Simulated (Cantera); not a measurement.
An isothermal plug-flow reactor at 725 K and 2.00 bar (inlet), inlet velocity 0.25 m/s, active area per volume 200 1/m; feed 1.15 % CO, 11.5 % O2, 82.3 % N2, 5.10 % H2O, equivalence ratio 0.050.

Model: Deutschmann's 1995 Pt surface mechanism with GRI-Mech 3.0 gas chemistry, integrated in Cantera. Catalytic surfaces can have several steady states; this one follows from the mechanism file's or the stated starting coverage. Mass transfer to the wall is taken as infinitely fast.

One state of this run: x CO = 0.00597; x O2 = 0.112; x H2O = 0.0512; x CO2 = 0.00552; θ free Pt = 0.0251; θ O* = 0.961; θ OH* = 0.00822; θ CO* = 0.00541. x: gas mole fraction; θ: surface coverage.

**Question.** Which value of z (m) does it belong to?
A. 0.00034
B. 0.0074
C. 0.00074
D. 0.00016

**Answer.** C, 0.00074
